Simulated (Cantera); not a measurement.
Input: 1 mol S, 0.022 mol O2, 3.4 mol N2, at 11.0 Pa.

Cantera equilibrium calculation (NASA polynomials, part measured and part estimated; ideal gas, pure solids and liquids). Candidate condensed phases: S; 17 gas species. Kinetics and transport are ignored. All values below are at 1952 °C.

Base state: N2 0.791, S 0.176, S2 0.0237, SO 0.00947, O 0.000417, SO2 0.000148, NO 4.04e-5, SN 1.39e-5 (mole fractions); condensed: gas only.

Q: What changes in the equilibrium state with this change: O2 from 0.022 to 0.028 mol?

A: 
| species | before | after |
|---|---|---|
| N2 | 0.791 | 0.790 |
| S | 0.176 | 0.174 |
| S2 | 0.0237 | 0.0232 |
| SO | 0.00947 | 0.0119 |
| SO2 | 0.000148 | 0.000238 |
| O | 0.000417 | 0.000532 |
